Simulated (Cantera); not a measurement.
A perfectly stirred reactor is fed with CH4 : H2 : O2 : N2 = 1 : 1.1 : 1.96 : 17.7 (molar parts), at 360 Torr; it is adiabatic with a 698 K inlet, and is followed from long to short residence time, starting on the burning branch (τ in s: 0.12, 0.057, 0.027, 0.013, 0.0059, 0.0028, 0.0013, 0.00061, 0.00029, 0.00014, 6.3e-05).

Detailed kinetics in Cantera: GRI-Mech 3.0 (53 species, 325 reactions).

x: mole fraction; the columns are a selection and need not sum to one.

```json
[
 {"τ (s)": "0.12", "T (K)": "1685", "x CH4": "9.51e-5", "x H2": "0.0310", "x O2": "0.000200", "x C2H2": "1.37e-5", "x CH2O": "___"},
 {"τ (s)": "0.057", "T (K)": "1679", "x CH4": "7.69e-5", "x H2": "0.0309", "x O2": "0.000264", "x C2H2": "7.62e-6", "x CH2O": "___"},
 {"τ (s)": "0.027", "T (K)": "1672", "x CH4": "9.02e-5", "x H2": "0.0307", "x O2": "0.000407", "x C2H2": "7.68e-6", "x CH2O": "___"},
 {"τ (s)": "0.013", "T (K)": "1663", "x CH4": "0.000123", "x H2": "0.0305", "x O2": "0.000652", "x C2H2": "9.35e-6", "x CH2O": "___"},
 {"τ (s)": "0.0059", "T (K)": "1649", "x CH4": "0.000191", "x H2": "0.0303", "x O2": "0.00113", "x C2H2": "1.25e-5", "x CH2O": "___"},
 {"τ (s)": "0.0028", "T (K)": "1631", "x CH4": "0.000316", "x H2": "0.0301", "x O2": "0.00197", "x C2H2": "1.68e-5", "x CH2O": "___"},
 {"τ (s)": "0.0013", "T (K)": "1600", "x CH4": "0.000604", "x H2": "0.0303", "x O2": "0.00380", "x C2H2": "2.40e-5", "x CH2O": "___"},
 {"τ (s)": "0.00061", "T (K)": "698", "x CH4": "0.0460", "x H2": "0.0506", "x O2": "0.0901", "x C2H2": "<1e-12", "x CH2O": "<1e-12"},
 {"τ (s)": "0.00029", "T (K)": "698", "x CH4": "0.0460", "x H2": "0.0506", "x O2": "0.0901", "x C2H2": "<1e-12", "x CH2O": "<1e-12"},
 {"τ (s)": "0.00014", "T (K)": "698", "x CH4": "0.0460", "x H2": "0.0506", "x O2": "0.0901", "x C2H2": "<1e-12", "x CH2O": "<1e-12"},
 {"τ (s)": "6.3e-5", "T (K)": "698", "x CH4": "0.0460", "x H2": "0.0506", "x O2": "0.0901", "x C2H2": "<1e-12", "x CH2O": "<1e-12"}
]
```

What belongs in the gaps?


- 0.12, x CH2O: 2.32e-6
- 0.057, x CH2O: 2.73e-6
- 0.027, x CH2O: 3.76e-6
- 0.013, x CH2O: 5.47e-6
- 0.0059, x CH2O: 8.70e-6
- 0.0028, x CH2O: 1.43e-5
- 0.0013, x CH2O: 2.68e-5
